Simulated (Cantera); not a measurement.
Mixture: 6.12 % CH4, 19.8 % O2, 74.1 % N2, equivalence ratio 0.62, at 1000000 Pa, adiabatic and at constant volume. Ignition delay is the time to a rise of 400 K.

Detailed kinetics in Cantera: GRI-Mech 3.0 (53 species, 325 reactions).

Q: Predict: delay at 1250 K; delay at 1400 K; delay at 1550 K; delay at 1700 K; delay at 1850 K; apparent activation energy between 1775 and 1925 K.

A: 
```
Item                                                    Result
--------------------------------------------------  ----------
delay at 1250 K                                        2.00 ms
delay at 1400 K                                       0.387 ms
delay at 1550 K                                        93.9 µs
delay at 1700 K                                        28.1 µs
delay at 1850 K                                        10.3 µs
apparent activation energy between 1775 and 1925 K  170 kJ/mol
```
